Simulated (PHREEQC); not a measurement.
A made-up water analysis in mg/L, 20 °C, pH 3.57, pe 11.3:

```csv
constituent,mg/L
Na,22.7
K,0.852
Ca,62.9
Mg,47
Cl,44
S(6) as SO4,382
Zn,2.64
Fe(3),14.2
Al,4.42
```

Valence states are taken as typed.

Model: ion-association model, wateq4f.dat, run in PHREEQC.

### Question
The ionic strength comes out as 0.0136 mol/kgw. What activity coefficients do Zn+2, Al(SO4)2-, AlSO4+, Cl-, Al+3 get?

### Answer
Zn+2 0.64, Al(SO4)2- 0.89, AlSO4+ 0.89, Cl- 0.89, Al+3 0.40.

No solid was allowed to form. Saturation is exceeded, for instance for Jarosite-K, Jarosite-Na; the values hold only as long as no solid forms.
